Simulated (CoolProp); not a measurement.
Vapour-liquid equilibrium of propylene (1) + propane (2) at 0.0194 MPa; x and y are mole fractions of (1).

Values from CoolProp's multi-fluid Helmholtz-energy mixture model, Lemmon 2013 and Lemmon 2009; pair parameters Bell 2016.

| x | bubble temperature, mixture model (°C) | bubble temperature, Raoult's law (°C) | y, mixture model | y, Raoult's law |
|---|---|---|---|---|
| 0.05 | -74.2 | -74.1 | 0.073 | 0.065 |
| 0.2 | -75.3 | -74.8 | 0.265 | 0.249 |
| 0.35 | -76.1 | -75.6 | 0.428 | 0.417 |
| 0.5 | -76.8 | -76.2 | 0.571 | 0.571 |
| 0.65 | -77.4 | -76.9 | 0.703 | 0.712 |
| 0.8 | -77.9 | -77.6 | 0.830 | 0.842 |
| 0.95 | -78.3 | -78.2 | 0.957 | 0.962 |

The largest gap from Raoult's law is -0.6 K in bubble temperature, at x = 0.5. No azeotrope shows between x = 0.05 and 0.95.

The pair parameters rest on a limited set of measurements; away from them the model extrapolates.
